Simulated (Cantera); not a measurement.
Charge: 1 mol MgO, a varied amount of F2, 0.58 mol O2, equilibrated at 1875 K and 0.0975 Torr.

Cantera equilibrium calculation (NASA polynomials, part measured and part estimated; ideal gas, pure solids and liquids). Candidate condensed phases: Mg, MgF2, MgO; 14 gas species. Equilibrium is a limit: real reactors are often held back by kinetics, nucleation or transport.

x: gas mole fraction; nothing condenses.

```tsv
n(F2) (mol)	x F	x O2	x MgF2	x O	x MgF
2.3	0.553	0.225	0.213	0.01000	1.75e-6
3.3	0.686	0.157	0.149	0.00835	9.91e-7
4.4	0.763	?	?	?	?
5.4	0.806	0.0957	0.0916	0.00653	5.18e-7
6.5	0.838	0.0794	0.0762	0.00594	4.14e-7
7.6	0.862	0.0677	0.0653	0.00549	3.45e-7
8.6	0.877	0.0598	0.0577	0.00516	3.00e-7
9.7	0.891	0.0529	0.0512	0.00485	2.62e-7
11	0.904	?	?	0.00455	?
12	0.912	0.0426	0.0414	0.00435	2.07e-7
13	0.918	0.0392	0.0383	0.00418	1.90e-7
14	0.924	0.0364	0.0355	0.00402	1.75e-7
```

Q: What belongs in the gaps?

A: 
- 4.4, x O2: 0.118
- 4.4, x MgF2: 0.112
- 4.4, x O: 0.00723
- 4.4, x MgF: 6.70e-7
- 11, x O2: 0.0465
- 11, x MgF2: 0.0452
- 11, x MgF: 2.28e-7
